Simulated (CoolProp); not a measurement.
The fluoroketone C6F12O (FK-5-1-12) along the isotherm 500 K: density (kg/m³) from the reference equation and from simpler models built on Tc = 441.8 K, pc = 1869 kPa, ω = 0.471; each cubic takes its own stable root.

Values from CoolProp's reference Helmholtz-energy equation of state, McLinden 2015.

| p (kPa) | phase | reference |
|---|---|---|
| 623 | gas | 51.19 |
| 1250 | gas | 112.4 |
| 1870 | supercritical | 187.0 |
| 2490 | supercritical | 282.7 |
| 3120 | supercritical | 408.0 |
| 3740 | supercritical | 549.2 |
| 4360 | supercritical | 670.0 |
| 4980 | supercritical | 756.3 |
| 5610 | supercritical | 819.9 |
| 6230 | supercritical | 867.7 |
| 6850 | supercritical | 906.1 |
| 7480 | supercritical | 938.6 |
| 8100 | supercritical | 965.9 |
| 8720 | supercritical | 989.6 |
| 9350 | supercritical | 1011 |

How far does each simpler model (ideal gas, Redlich-Kwong, Soave-Redlich-Kwong, Peng-Robinson) lie from the reference over these 15 states: mean and median of the absolute difference, and the worst?


- ideal gas: mean 36.3 %, median 39.4 %, worst -50.5 % at 500 K and 4360 kPa
- Redlich-Kwong: mean 3.7 %, median 2.3 %, worst +12.8 % at 500 K and 3120 kPa
- Soave-Redlich-Kwong: mean 7.9 %, median 9.1 %, worst -12.8 % at 500 K and 4980 kPa
- Peng-Robinson: mean 2.6 %, median 1.5 %, worst -6.5 % at 500 K and 4360 kPa
